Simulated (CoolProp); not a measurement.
A Linde-Hampson liquefier for carbon monoxide: isothermal reversible compression at 300 K from 1 atm to 5 MPa, throttling to 1 atm, return gas leaving the recuperator 2 K below the feed. Each further row changes one setting.

Values from CoolProp's reference Helmholtz-energy equation of state, Lemmon 2006. It is a short technical equation, of lower accuracy than the large ones.

```
case                        liquid yield per pass  compression work (kJ/kg of gas)
--------------------------  ---------------------  -------------------------------
as stated                                   0.023                              346
high pressure 10 MPa                        0.046                              407
warm-end temperature 330 K                  0.016                              382
warm-end gap 7 K                            0.011                              346
```
